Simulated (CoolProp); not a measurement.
Model: reference Helmholtz-energy equation of state, Thol 2021, in CoolProp.

Q: Give the vapour pressure (bar), liquid density (kg/m³), enthalpy of vaporisation (kJ/kg), liquid cp (kJ/(kg K)) of saturated chlorine at -3.05 °C.

A: 
```
T (°C)  p (bar)  liquid density (kg/m³)  enthalpy of vaporisation (kJ/kg)  liquid cp (kJ/(kg K))
------  -------  ----------------------  --------------------------------  ---------------------
-3.05      3.33                    1480                               268                  0.959
```
